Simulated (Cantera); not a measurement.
Charge: 1 mol SiHCl3, 5.2 mol H2, held at 1000 Pa.

Method: chemical equilibrium by Gibbs-energy minimisation in Cantera with the NASA 1993 tables (ideal gas, pure condensed phases). Candidate condensed phases: Si; 19 gas species. Gases not in the tables: Si2H6 and higher silanes. Equilibrium is a limit: real reactors are often held back by kinetics, nucleation or transport.

What share of the Si ends up in condensed phases as a function of T (°C), at 727, 827, 927, 1027, 1127, 1227, 1327, 1427, 1527, 1627?


```tsv
T (°C)	Si condensed (%)	as
727	26.7	Si(s)
827	29.0	Si(s)
927	27.1	Si(s)
1027	20.0	Si(s)
1127	13.9	Si(s)
1227	10.7	Si(s)
1327	8.7	Si(s)
1427	7.6	Si(l)
1527	10.4	Si(l)
1627	12.3	Si(l)
```
